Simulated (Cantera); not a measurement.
# Thermodynamics of fluorocarbon and chlorocarbon gases, feed CH3F + CH4 + H2

A closed system holds: 1 mol CH3F, 0.023 mol CH4, 15 mol H2, equilibrated at 2698.15 K.

Equilibrium computed with Cantera from the NASA thermochemical tables; the gas is ideal and each condensed phase is pure. Candidate condensed phases: C, C6H6, C7H8, C8H18; 95 gas species. Equilibrium is a limit: real reactors are often held back by kinetics, nucleation or transport.

From 1.00 Pa to 100 Pa nothing is condensed. From 1000 Pa to 100000 Pa the condensed part is C(graphite). The main C-bearing gas is C at 1.00 Pa and C2H2 (acetylene) at 100000 Pa.

```tsv
P (Pa)	x H	x H2	x HF	x C	x C2H2 (acetylene)	x F	n C(graphite)
1	0.942	0.00279	0.0135	0.0236	8.47e-7	0.0154	0
10	0.926	0.0269	0.0272	0.00862	0.000109	0.00315	0
100	0.765	0.184	0.0351	0.00195	0.00382	0.000492	0
1000	0.410	0.529	0.0464	0.000207	0.0124	0.000121	0.371
10000	0.157	0.771	0.0540	2.07e-5	0.0180	3.70e-5	0.320
100000	0.0526	0.869	0.0571	2.07e-6	0.0204	1.17e-5	0.286
```
x: gas mole fraction; n: condensed amount in mol.
